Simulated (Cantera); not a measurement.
A closed system holds: 1 mol Fe2O3, 0.38 mol CH4, 0.038 mol CO, equilibrated at 1.00 bar.

Method: chemical equilibrium by Gibbs-energy minimisation in Cantera with the NASA 1993 tables (ideal gas, pure condensed phases). Candidate condensed phases: C, C6H6, C7H8, C8H18, Fe, Fe(CO)5, FeO, Fe(OH)2, Fe(OH)3, Fe2O3, Fe3O4, H2O; 114 gas species. The tables' stoichiometric FeO is somewhat more stable than real wüstite, so its field is too wide. FeO: taken at fixed stoichiometry. Rates play no part.

Task: Which condensed phases are stable at each of these points (T (K)): 1073, 1273, 1473, 1673, 1873, 2073, 2273, 2473?

Result: 
| T (K) | condensed phases | Fe condensed (%) |
|---|---|---|
| 1073 | FeO(s) | 100.0 |
| 1273 | FeO(s) | 100.0 |
| 1473 | FeO(s) | 100.0 |
| 1673 | FeO(l) | 100.0 |
| 1873 | FeO(l) | 100.0 |
| 2073 | FeO(l) | 100.0 |
| 2273 | FeO(l) | 99.9 |
| 2473 | FeO(l) | 99.6 |

From 1073 K to 1473 K the condensed part is FeO(s). From 1673 K to 2473 K the condensed part is FeO(l).
